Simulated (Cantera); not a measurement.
**C3H8 + O2 + N2 (carbon deposition, reforming and gasification)**

A closed system holds: 1 mol C3H8, 0.009 mol O2, 43 mol N2, at 2000 K and 1.00 bar.

Method: chemical equilibrium by Gibbs-energy minimisation in Cantera with the NASA 1993 tables (ideal gas, pure condensed phases). Candidate condensed phases: C, C6H6, C7H8, C8H18, H2O; 136 gas species. Kinetics and transport are ignored.

The x(N2) is 0.912, the x(H2) is 0.0826 and the x(HCN) comes out as 0.00405. The x(H) is 0.000467, the x(CO) is 0.000383 and the x(HNC) comes out as 0.000230. The x(C2H2 (acetylene)) comes out as 6.35e-5, the x(CH4) is 2.90e-6 and the x(C2N2) is 1.66e-6. The n(C(graphite)) comes out as 2.77 mol and the gas amount is 47.03 mol.
